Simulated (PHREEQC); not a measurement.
Solution (25 °C): 0.11 mol/kgw H2SO4 and 0.056 mol/kgw FeSO4. Closed to the air; pH follows from the charge balance.

Model: ion-association model, phreeqc.dat, run in PHREEQC.

```json
[
 {"quantity": "pH", "before": "1.08", "after": "5.88"},
 {"quantity": "ionic strength (mol/kgw)", "before": "0.240", "after": "0.131"},
 {"quantity": "HSO4- (mol/kgw)", "before": "0.104", "after": "1.87e-6"},
 {"quantity": "SO4-2 (mol/kgw)", "before": "0.0353", "after": "0.0327"}
]
```

**Question.** Which change was made?
A) 0.18 mol/kgw LiOH added
B) H2SO4 replaced by ZnSO4 at the same molality
C) H2SO4 left out
D) FeSO4 left out
E) FeSO4 from 0.056 to 0.028 mol/kgw

**Answer.** C, H2SO4 left out

This is a speciation only: nothing precipitates in the calculation.
